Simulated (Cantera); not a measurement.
A closed system holds: 1 mol SiF4, 0.16 mol C2H4, 280 mol H2, held at 2598.15 K and 0.0580 bar.

Method: chemical equilibrium by Gibbs-energy minimisation in Cantera with the NASA 1993 tables (ideal gas, pure condensed phases). Candidate condensed phases: C, C6H6, C7H8, C8H18, Si, SiC; 113 gas species. The tables' values for SiF, SiF2 are old estimates; treat these amounts as uncertain. Gases not in the tables: Si2H6 and higher silanes. Kinetics and transport are ignored.

Base state: H2 0.839, H 0.145, HF 0.0128, Si 0.00282, C2H2 (acetylene) 0.000475, SiF 0.000179, SiH 0.000142, SiF2 6.28e-5 (mole fractions); condensed: gas only.

Problem. What changes in the equilibrium state with this change: temperature from 2598.15 K to 1050 K?

Solution. 
| species | before | after |
|---|---|---|
| H2 | 0.839 | 0.995 |
| SiF4 | 2.10e-9 | 0.00343 |
| CH4 | 9.86e-7 | 0.00114 |
| H | 0.145 | 3.36e-8 |
| HF | 0.0128 | 0.000132 |
| Si | 0.00282 | <1e-9 |
| C2H2 (acetylene) | 0.000475 | <1e-9 |
| SiF | 0.000179 | <1e-9 |
